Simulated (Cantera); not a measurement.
A perfectly stirred reactor is fed with H2 : O2 : N2 = 0.84 : 1 : 0.86 (molar parts), equivalence ratio 0.42, at 1.00 bar; it is held at 1373 K, and followed from long to short residence time.

Model: the H2/O2 subset of GRI-Mech 3.0, which has no nitrogen chemistry, integrated in Cantera. The temperature is held fixed by assumption; the heat of reaction is taken as removed at once.

### Question
Predict: x(H2) at τ = 21.0 s; x(O2) at τ = 21.0 s; x(H2O) at τ = 21.0 s; x(H) at τ = 21.0 s; x(HO2) at τ = 21.0 s; x(H2) at τ = 90.0 ms; x(O2) at τ = 90.0 ms; x(H2O) at τ = 90.0 ms; x(H) at τ = 90.0 ms; x(HO2) at τ = 90.0 ms.

### Answer
- x(H2) at τ = 21.0 s: 7.84e-6
- x(O2) at τ = 21.0 s: 0.254
- x(H2O) at τ = 21.0 s: 0.368
- x(H) at τ = 21.0 s: 2.51e-8
- x(HO2) at τ = 21.0 s: 4.69e-7
- x(H2) at τ = 90.0 ms: 0.000318
- x(O2) at τ = 90.0 ms: 0.254
- x(H2O) at τ = 90.0 ms: 0.368
- x(H) at τ = 90.0 ms: 5.27e-6
- x(HO2) at τ = 90.0 ms: 1.49e-5
